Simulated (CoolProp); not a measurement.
Vapour-liquid equilibrium of diethyl ether (1) + methanol (2) at 390.9 K; x and y are mole fractions of (1).

Model: multi-fluid Helmholtz-energy mixture model, Thol 2014 and de Reuck 1993; pair parameters Bell 2016, in CoolProp.

Give the bubble pressure and the first vapour's composition at x = 0.05, 0.25, 0.35. Is there an azeotrope?

x = 0.05: 0.6704 MPa, y = 0.133; x = 0.25: 0.8599 MPa, y = 0.416; x = 0.35: 0.9169 MPa, y = 0.496. y crosses x between x = 0.75 and 0.85: the model has an azeotrope there.

Pair parameters are fitted to limited data, so mixtures are less certain than the pure fluids.
